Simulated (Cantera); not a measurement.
Input (Python, Cantera) and output of one run.

```python
import numpy as np
import cantera as ct

gas_names = """
    Fe H H2 H2S N NH NH2 NH3 N2 N2H2 N2H4 S SH SN S2 S8
""".split()
cond_names = """
    Fe(a) Fe(c) Fe(d) Fe(L) FeS(a) FeS(b) FeS(c) FeS(L) FeS2(s) S(cr1) S(cr2) S(L)
""".split()


# ... load() reads the species with a 1 bar reference pressure and builds the phases ...
atoms = {
    'FeS': {'Fe': 1, 'S': 1},
    'H2': {'H': 2},
    'N2': {'N': 2},
}
top_T = {'FeS2(s)': 1010}  # K; cautious upper limits of use, not melting points


# ... equilibrate(T, P, feed) seeds the gas with the atoms and calls Mixture.equilibrate('TP', solver="vcs", rtol=1e-11, max_steps=5000) ...
results = []
feed = {'FeS': 1, 'H2': 1, 'N2': 1.2}  # mol
T = 923.15  # K
P = 1000  # Pa
mix = equilibrate(T, P, feed)
results.append((T, P, feed, dict(zip(mix.species_names, mix.species_moles))))
print(gas.report(threshold=1e-06))
for i in range(1, mix.n_phases):
    print(f"{mix.phase(i).name:16s} {mix.phase_moles(i):12.5e} mol")
```

Output:

```
       temperature   923.15 K
          pressure   1000 Pa
           density   0.0021113 kg/m^3
  mean mol. weight   16.205 kg/kmol
   phase of matter   gas

                          1 kg             1 kmol
                     ---------------   ---------------
          enthalpy        1.1535e+06        1.8693e+07  J
   internal energy        6.7989e+05        1.1018e+07  J
           entropy             14907        2.4157e+05  J/K
    Gibbs function       -1.2608e+07       -2.0431e+08  J
 heat capacity c_p              1929             31260  J/K
 heat capacity c_v            1415.9             22945  J/K

                      mass frac. Y      mole frac. X     chem. pot. / RT
                     ---------------   ---------------   ---------------
                H2          0.056515           0.45428           -22.705
               H2S        0.00054618        0.00025974           -42.284
               NH3        2.3975e-06        2.2812e-06           -48.992
                N2           0.94294           0.54545           -29.871
     [  +12 minor]        1.0415e-08        6.4342e-09

Fe(a)             5.71439e-04 mol
FeS(c)            9.99429e-01 mol
FeS2(s)           0.00000e+00 mol
S(L)              0.00000e+00 mol
```

Equilibrium computed with Cantera from the NASA thermochemical tables; the gas is ideal and each condensed phase is pure. FeS: taken at fixed stoichiometry.
